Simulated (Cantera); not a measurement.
Feed: 1 mol CH₃Cl, 0.025 mol F₂, 0.16 mol H₂, at 2977 °C and 7.50 Torr.

Equilibrium computed with Cantera from the NASA thermochemical tables; the gas is ideal and each condensed phase is pure. Candidate condensed phases: C, C₆H₆, C₇H₈, C₈H₁₈; 118 gas species. The tables' values for CCl are old estimates; treat these amounts as uncertain. Rates play no part.

Base state: H 0.630, Cl 0.205, C₃ 0.0538, H₂ 0.0385, C 0.0241, HCl 0.0187, C₂ 0.0108, HF 0.00958 (mole fractions); condensed: gas only.

What changes in the equilibrium state with this change: temperature from 2977 °C to 2302 °C?


| species | before | after |
|---|---|---|
| H₂ | 0.0385 | 0.378 |
| HCl | 0.0187 | 0.275 |
| H | 0.630 | 0.213 |
| C₂ | 0.0108 | 1.44e-5 |
| C | 0.0241 | 4.53e-5 |
| C₃ | 0.0538 | 0.000154 |
| HF | 0.00958 | 0.0192 |
| Cl | 0.205 | 0.109 |
| C₄ | 0.000187 | 1.28e-7 |
| C₅ | 0.000555 | 6.30e-7 |
| CF | 0.000145 | 1.11e-6 |
| F | 0.00147 | 2.73e-5 |
| C(graphite), mol | 0 | 0.968 |

What changes in the equilibrium state with this change: F₂ from 0.025 to 0.11 mol?


```json
[
 {"species": "H", "before": "0.630", "after": "0.600"},
 {"species": "Cl", "before": "0.205", "after": "0.204"},
 {"species": "C₃", "before": "0.0538", "after": "0.0532"},
 {"species": "HF", "before": "0.00958", "after": "0.0414"},
 {"species": "F", "before": "0.00147", "after": "0.00670"},
 {"species": "H₂", "before": "0.0385", "after": "0.0349"},
 {"species": "HCl", "before": "0.0187", "after": "0.0177"},
 {"species": "C₂", "before": "0.0108", "after": "0.0108"},
 {"species": "C", "before": "0.0241", "after": "0.0240"},
 {"species": "CF", "before": "0.000145", "after": "0.000658"},
 {"species": "C₄H₂", "before": "1.86e-5", "after": "1.66e-5"},
 {"species": "C₂H₂ (acetylene)", "before": "0.00131", "after": "0.00118"},
 {"species": "C₂HCl", "before": "1.85e-5", "after": "1.74e-5"},
 {"species": "C₂H", "before": "0.00512", "after": "0.00484"}
]
```
